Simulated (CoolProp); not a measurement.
Vapour-liquid equilibrium of C2F6 (R116) (1) + propane (2) at 220.3 K; x and y are mole fractions of (1).

Values from CoolProp's multi-fluid Helmholtz-energy mixture model, Lemmon 2006 and Lemmon 2009; pair parameters Bell 2016.

```csv
x,bubble pressure (MPa),y at the bubble point,dew pressure at overall composition x (MPa),liquid density (mol/L)
0.05,0.1592,0.618,0.06472,13.27
0.125,0.2391,0.751,0.07027,12.99
0.2,0.2741,0.787,0.07684,12.73
0.275,0.2879,0.800,0.08476,12.47
0.35,0.2929,0.805,0.09447,12.23
0.425,0.2951,0.808,0.1067,12.00
0.5,0.2974,0.811,0.1224,11.78
0.575,0.3009,0.817,0.1436,11.58
0.65,0.3058,0.827,0.1734,11.40
0.725,0.3118,0.844,0.2180,11.23
0.8,0.3184,0.869,0.2876,11.08
0.875,0.3245,0.905,0.3197,10.95
0.95,0.3289,0.956,0.3286,10.84
```

No azeotrope shows between x = 0.05 and 0.95.

The pair parameters rest on a limited set of measurements; away from them the model extrapolates. With so large a gap from Raoult's law the liquid may split in two, which this calculation doesn't test in full.
